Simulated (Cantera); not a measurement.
## Moist CO burnout

A perfectly stirred reactor is fed with CO : O₂ : H₂O : N₂ = 0.0018 : 0.0064 : 0.002 : 1 (molar parts), equivalence ratio 0.14, at 4.93 atm; it is held at 1350 K, and followed from long to short residence time.

Cantera simulation using GRI-Mech 3.0 (53 species, 325 reactions); the numbers are that mechanism's predictions, not measurements.

```json
[
 {"τ (s)": "2.6", "x CO": "1.28e-5", "x O₂": "0.00545", "x H₂O": "0.00198", "x O": "4.80e-7", "x N₂O": "5.04e-7", "x CO₂": "0.00177", "x H₂": "1.19e-7"},
 {"τ (s)": "1.0", "x CO": "2.58e-5", "x O₂": "0.00546", "x H₂O": "0.00198", "x O": "8.51e-7", "x N₂O": "8.21e-7", "x CO₂": "0.00176", "x H₂": "2.19e-7"},
 {"τ (s)": "0.39", "x CO": "5.12e-5", "x O₂": "0.00547", "x H₂O": "0.00198", "x O": "1.52e-6", "x N₂O": "1.24e-6", "x CO₂": "0.00173", "x H₂": "4.09e-7"},
 {"τ (s)": "0.15", "x CO": "0.000102", "x O₂": "0.00550", "x H₂O": "0.00198", "x O": "2.75e-6", "x N₂O": "1.67e-6", "x CO₂": "0.00168", "x H₂": "7.78e-7"},
 {"τ (s)": "0.060", "x CO": "0.000192", "x O₂": "0.00554", "x H₂O": "0.00197", "x O": "4.84e-6", "x N₂O": "1.87e-6", "x CO₂": "0.00159", "x H₂": "1.43e-6"},
 {"τ (s)": "0.023", "x CO": "0.000358", "x O₂": "0.00562", "x H₂O": "0.00197", "x O": "8.53e-6", "x N₂O": "1.76e-6", "x CO₂": "0.00142", "x H₂": "2.60e-6"},
 {"τ (s)": "0.0091", "x CO": "0.000612", "x O₂": "0.00574", "x H₂O": "0.00197", "x O": "1.39e-5", "x N₂O": "1.41e-6", "x CO₂": "0.00117", "x H₂": "4.27e-6"},
 {"τ (s)": "0.0036", "x CO": "0.000952", "x O₂": "0.00591", "x H₂O": "0.00196", "x O": "2.03e-5", "x N₂O": "9.62e-7", "x CO₂": "0.000831", "x H₂": "6.09e-6"},
 {"τ (s)": "0.0014", "x CO": "0.00132", "x O₂": "0.00609", "x H₂O": "0.00196", "x O": "2.48e-5", "x N₂O": "5.22e-7", "x CO₂": "0.000465", "x H₂": "6.94e-6"},
 {"τ (s)": "0.00054", "x CO": "0.00160", "x O₂": "0.00623", "x H₂O": "0.00197", "x O": "2.18e-5", "x N₂O": "1.93e-7", "x CO₂": "0.000179", "x H₂": "5.14e-6"},
 {"τ (s)": "0.00021", "x CO": "0.00176", "x O₂": "0.00632", "x H₂O": "0.00198", "x O": "6.70e-6", "x N₂O": "2.41e-8", "x CO₂": "2.39e-5", "x H₂": "9.18e-7"}
]
```
x: mole fraction; the columns are a selection and need not sum to one.
